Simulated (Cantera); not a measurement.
Feed: 1 mol Fe2O3, 0.66 mol CH4, 0.23 mol N2, at 1950 °C and 10.0 Torr.

Cantera equilibrium calculation (NASA polynomials, part measured and part estimated; ideal gas, pure solids and liquids). Candidate condensed phases: C, C6H6, C7H8, C8H18, Fe, Fe(CO)5, FeO, Fe(OH)2, Fe(OH)3, Fe2O3, Fe3O4, H2O; 140 gas species. The tables' stoichiometric FeO is somewhat more stable than real wüstite, so its field is too wide. FeO: taken at fixed stoichiometry. Equilibrium is a limit: real reactors are often held back by kinetics, nucleation or transport.

Base state: H2 0.257, H2O 0.228, CO 0.215, Fe 0.139, N2 0.0874, CO2 0.0357, H 0.0282, FeO 0.00398 (mole fractions); condensed: FeO(l).

### Question
What changes in the equilibrium state with this change: pressure from 10.0 Torr to 7.50 Torr?

### Answer
| species | before | after |
|---|---|---|
| H2O | 0.228 | 0.239 |
| H2 | 0.257 | 0.231 |
| CO | 0.215 | 0.205 |
| Fe | 0.139 | 0.159 |
| CO2 | 0.0357 | 0.0396 |
| H | 0.0282 | 0.0308 |
| N2 | 0.0874 | 0.0850 |
| O2 | 0.000102 | 0.000186 |
| O | 0.000274 | 0.000426 |
| FeO | 0.00398 | 0.00531 |
| FeO(l), mol | 1.62 | 1.56 |
